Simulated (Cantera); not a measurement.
A Cantera script and its output.

```python
import numpy as np
import cantera as ct

gas = ct.Solution("gri30.yaml")
gas.TPX = 1798, 2000000, {'CH4': 1, 'O2': 1.43, 'N2': 5.37}
reactor = ct.IdealGasReactor(gas, energy="on", clone=False)
net = ct.ReactorNet([reactor])
net.rtol, net.atol = 1e-08, 1e-16
show = ['CH4', 'O2', 'HCN', 'CO', 'C2H6', 'OH', 'C2H']
times = np.geomspace(8e-06, 0.6, 15)

steps = ct.SolutionArray(gas, extra=["t"])
rows = []
print(f"{'t/s':>10s}{'T/K':>9s}{'P/Pa':>11s}" + "".join(f"{s:>11s}" for s in show))
for t in times:
    while net.time < t:
        t_next = net.step()
        steps.append(gas.state, t=t_next)
    rows.append([np.interp(t, steps.t, y) for y in (steps.T, steps.P, *steps(*show).X.T)])
    print(f"{t:10.3e}{rows[-1][0]:9.1f}{rows[-1][1]:11.4g}" + "".join(f"{x:11.3e}" for x in rows[-1][2:]))
rate = np.gradient(steps.T, steps.t)
print("integrator steps:", len(steps.t))
if steps.T.max() > steps.T[0] + 200:
    print(f"time of steepest temperature rise: {steps.t[rate.argmax()]:.4e} s")
gas.TPX = 1798, 2000000, {'CH4': 1, 'O2': 1.43, 'N2': 5.37}
gas.equilibrate("UV")
print(f"equilibrium (UV): T = {gas.T:.1f} K  " + "  ".join(f"{s} {gas[s].X[0]:.3e}" for s in show))
```

It prints:

```
       t/s      T/K       P/Pa        CH4         O2        HCN         CO       C2H6         OH        C2H
 8.000e-06   1926.6  2.162e+06  1.002e-01  1.636e-01  1.349e-09  8.169e-03  2.268e-03  9.910e-05  1.323e-08
 1.784e-05   3313.4  4.046e+06  4.989e-11  2.483e-03  4.205e-07  8.721e-02  2.910e-21  1.617e-02  2.528e-14
 3.977e-05   3306.8  4.039e+06  5.221e-11  2.338e-03  5.267e-07  8.746e-02  3.146e-21  1.574e-02  2.548e-14
 8.866e-05   3306.7  4.039e+06  5.225e-11  2.336e-03  5.283e-07  8.746e-02  3.150e-21  1.574e-02  2.548e-14
 1.977e-04   3306.7  4.039e+06  5.225e-11  2.336e-03  5.283e-07  8.746e-02  3.150e-21  1.574e-02  2.548e-14
 4.407e-04   3306.7  4.039e+06  5.225e-11  2.336e-03  5.283e-07  8.746e-02  3.150e-21  1.574e-02  2.548e-14
 9.827e-04   3306.7  4.039e+06  5.225e-11  2.336e-03  5.283e-07  8.746e-02  3.150e-21  1.574e-02  2.548e-14
 2.191e-03   3306.7  4.039e+06  5.225e-11  2.336e-03  5.283e-07  8.746e-02  3.150e-21  1.574e-02  2.548e-14
 4.885e-03   3306.7  4.039e+06  5.225e-11  2.336e-03  5.283e-07  8.746e-02  3.150e-21  1.574e-02  2.548e-14
 1.089e-02   3306.7  4.039e+06  5.225e-11  2.336e-03  5.283e-07  8.746e-02  3.150e-21  1.574e-02  2.548e-14
 2.428e-02   3306.7  4.039e+06  5.225e-11  2.336e-03  5.283e-07  8.746e-02  3.150e-21  1.574e-02  2.548e-14
 5.414e-02   3306.7  4.039e+06  5.225e-11  2.336e-03  5.283e-07  8.746e-02  3.150e-21  1.574e-02  2.548e-14
 1.207e-01   3306.7  4.039e+06  5.225e-11  2.336e-03  5.283e-07  8.746e-02  3.150e-21  1.574e-02  2.548e-14
 2.691e-01   3306.7  4.039e+06  5.225e-11  2.336e-03  5.283e-07  8.746e-02  3.150e-21  1.574e-02  2.548e-14
 6.000e-01   3306.7  4.039e+06  5.225e-11  2.336e-03  5.283e-07  8.746e-02  3.150e-21  1.574e-02  2.548e-14
integrator steps: 1734
time of steepest temperature rise: 9.4188e-06 s
equilibrium (UV): T = 3306.7 K  CH4 6.076e-11  O2 2.336e-03  HCN 5.283e-07  CO 8.746e-02  C2H6 4.160e-21  OH 1.574e-02  C2H 2.700e-14
```

Cantera simulation using GRI-Mech 3.0 (53 species, 325 reactions); the numbers are that mechanism's predictions, not measurements. The pressure lies above the range GRI-Mech 3.0 was tuned for (to about 10 atm). Above 3000 K some thermodynamic fits are extrapolated.
